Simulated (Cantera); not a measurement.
Cantera run, input and output.

```python
import numpy as np
import cantera as ct

gas = ct.Solution("h2o2.yaml")
gas.TPX = 1200, 400, {'H2': 0.17, 'O2': 1}
reactor = ct.IdealGasConstPressureReactor(gas, energy="off", clone=False)
net = ct.ReactorNet([reactor])
net.rtol, net.atol = 1e-08, 1e-18
show = ['H2', 'O2', 'O', 'HO2', 'OH', 'H']
times = np.geomspace(0.0002, 2, 10)

steps = ct.SolutionArray(gas, extra=["t"])
rows = []
print(f"{'t/s':>10s}{'T/K':>9s}{'P/Pa':>11s}" + "".join(f"{s:>11s}" for s in show))
for t in times:
    while net.time < t:
        t_next = net.step()
        steps.append(gas.state, t=t_next)
    rows.append([np.interp(t, steps.t, y) for y in (steps.T, steps.P, *steps(*show).X.T)])
    print(f"{t:10.3e}{rows[-1][0]:9.1f}{rows[-1][1]:11.4g}" + "".join(f"{x:11.3e}" for x in rows[-1][2:]))
rate = np.gradient(steps.T, steps.t)
print("integrator steps:", len(steps.t))
if steps.T.max() > steps.T[0] + 200:
    print(f"time of steepest temperature rise: {steps.t[rate.argmax()]:.4e} s")
gas.TPX = 1200, 400, {'H2': 0.17, 'O2': 1}
gas.equilibrate("TP")
print(f"equilibrium (TP): T = {gas.T:.1f} K  " + "  ".join(f"{s} {gas[s].X[0]:.3e}" for s in show))
```

Output:

```
       t/s      T/K       P/Pa         H2         O2          O        HO2         OH          H
 2.000e-04   1200.0        400  1.453e-01  8.547e-01  2.957e-09  6.845e-09  2.181e-09  6.065e-09
 5.565e-04   1200.0        400  1.453e-01  8.547e-01  2.496e-08  1.906e-08  1.588e-08  3.208e-08
 1.549e-03   1200.0        400  1.453e-01  8.547e-01  1.279e-06  5.468e-08  7.862e-07  1.488e-06
 4.309e-03   1200.0        400  8.688e-02  8.197e-01  1.885e-02  1.537e-06  8.930e-03  2.333e-02
 1.199e-02   1200.0        400  5.161e-03  7.635e-01  6.560e-02  2.137e-06  7.768e-03  4.232e-02
 3.336e-02   1200.0        400  4.708e-03  7.732e-01  5.799e-02  2.179e-06  7.465e-03  3.549e-02
 9.283e-02   1200.0        400  3.554e-03  7.945e-01  4.108e-02  2.225e-06  6.569e-03  2.153e-02
 2.583e-01   1200.0        400  1.562e-03  8.237e-01  1.686e-02  2.011e-06  4.423e-03  5.737e-03
 7.188e-01   1200.0        400  2.952e-04  8.394e-01  3.104e-03  1.118e-06  1.936e-03  4.537e-04
 2.000e+00   1200.0        400  3.902e-05  8.426e-01  4.094e-04  3.187e-07  7.062e-04  2.174e-05
integrator steps: 1263
equilibrium (TP): T = 1200.0 K  H2 3.450e-08  O2 8.433e-01  O 3.663e-07  HO2 1.197e-08  OH 2.116e-05  H 5.834e-10
```

Cantera simulation using the H2/O2 subset of GRI-Mech 3.0, which has no nitrogen chemistry; the numbers are that mechanism's predictions, not measurements. Radical loss at walls, strong at low pressure, is not modelled. The temperature is held fixed by assumption; the heat of reaction is taken as removed at once.
